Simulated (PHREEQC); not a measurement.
A column of 1 m (40 cells, dispersivity 0.08 m, 720 s a shift, diffusion coefficient 3e-10 m²/s) holds 0.023 eq of the database's cation exchanger X per kg of pore water, first in equilibrium with 1.6 mmol/kgw KCl, 0.69 mmol/kgw CdCl2 and 0.01 mmol/kgw HCl. It is flushed with 15 mmol/kgw KCl and 0.01 mmol/kgw HCl, at 25 °C. Values are for the last cell. The system is closed to CO2. Precipitation was switched off in this run.

Base run: PHREEQC, ion-association model, phreeqc.dat. Each further column changes one thing. The table gives Cd in solution (mol/kgw).

```tsv
pore volumes	base	exchange capacity from 0.023 to 0.011 eq/kgw	dispersivity from 0.08 to 0.16 m
0	0.000690	0.000690	0.000690
0.8125	0.00231	0.00209	___
1.812	0.00325	0.00182	0.00275
2.612	0.00202	0.000908	___
3.413	0.00129	0.000488	0.00127
4.213	0.000877	0.000277	0.000908
5.213	0.000571	___	0.000624
6.013	0.000417	___	___
```

Some entries are withheld; supply them.


- 0.8125, dispersivity from 0.08 to 0.16 m: 0.00252
- 2.612, dispersivity from 0.08 to 0.16 m: 0.00186
- 5.213, exchange capacity from 0.023 to 0.011 eq/kgw: 0.000142
- 6.013, exchange capacity from 0.023 to 0.011 eq/kgw: 8.31e-5
- 6.013, dispersivity from 0.08 to 0.16 m: 0.000475
